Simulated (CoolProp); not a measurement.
A single-stage vapour-compression cycle with hydrogen sulfide: evaporating at 268.15 K (dew point), condensing at 321.15 K (bubble point), superheat 10 K, subcooling 8 K, compressor efficiency 0.85, no pressure losses. Each further row changes one setting.

The numbers come from the reference Helmholtz-energy equation of state, Lemmon 2006 in CoolProp. It is a short technical equation, of lower accuracy than the large ones.

| case | cooling COP | pressure ratio | discharge temperature (K) | refrigerating effect (kJ/kg) | volumetric capacity (kJ/m³) |
|---|---|---|---|---|---|
| as stated | ? | 3.83 | 404.7 | 384 | 5530 |
| evaporating temperature 273.15 K | 3.85 | 3.30 | 395.5 | 387 | ? |
| condensing temperature 316.15 K | 3.81 | 3.44 | 393.0 | 396 | 5700 |
| subcooling 13 K | ? | 3.83 | 404.7 | 396 | 5700 |
| superheat 20 K | 3.30 | 3.83 | 418.7 | 396 | 5440 |
| compressor efficiency 0.75 | 2.96 | 3.83 | 417.0 | 384 | 5530 |

Question: What belongs in the gaps?

Answer: 
- as stated, cooling COP: 3.36
- evaporating temperature 273.15 K, volumetric capacity (kJ/m³): 6420
- subcooling 13 K, cooling COP: 3.46
